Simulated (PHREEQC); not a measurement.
Consider water at 25 °C with 0.16 mol NaBr, 0.00025 mol Na2SO4 and 0.00016 mol MgCl2 per kg of water. Closed to the air; pH follows from the charge balance.

Model: ion-association model, phreeqc.dat, run in PHREEQC.

Each row changes one thing in this solution. No solid was allowed to form.

```csv
case,MgOH+ (mol/kgw),SI of Halite (NaCl)
as made,2.51e-9,-6.12
NaBr from 0.16 to 0.32 mol/kgw,2.22e-9,-5.86
NaBr left out,4.87e-9,?
temperature from 25 to 70 °C,1.97e-8,-6.17
Na2SO4 left out,?,-6.12
NaBr from 0.16 to 0.8 mol/kgw,2.10e-9,-5.51
```

Task: Complete the blanks.

Result: 
- NaBr left out, SI of Halite (NaCl): -8.40
- Na2SO4 left out, MgOH+ (mol/kgw): 2.52e-9

The ionic strength passes 0.7 mol/kgw, the rough limit of the ion-association models, in NaBr from 0.16 to 0.8 mol/kgw. At this temperature some constants are extrapolated from 25 °C, and those without enthalpy data are left unchanged.
